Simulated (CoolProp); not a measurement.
A simple Rankine cycle with cis-2-butene: condensing at 333.15 K, boiler at 2.74 MPa, turbine inlet 424 K, turbine efficiency 0.9, pump efficiency 0.7, no recuperator. Each further row changes one setting.

Model: reference Helmholtz-energy equation of state, Lemmon 2005, in CoolProp. It is a short technical equation, of lower accuracy than the large ones.

```tsv
case	thermal efficiency (%)	net work (kJ/kg)	heat in (kJ/kg)	turbine exit temperature (K)	volume ratio over the turbine
as stated	13.0	59.3	457	[?]	5.32
turbine inlet 444 K	13.1	66.4	509	382.8	5.06
condensing temperature 325.15 K	14.2	67.9	[?]	351.9	[?]
boiler pressure 1.92 MPa	10.6	51.8	487	378.8	3.41
turbine efficiency 0.8	11.4	52.1	457	362.8	5.41
```

What belongs in the gaps?


- as stated, turbine exit temperature (K): 358.8
- condensing temperature 325.15 K, heat in (kJ/kg): 477
- condensing temperature 325.15 K, volume ratio over the turbine: 6.52
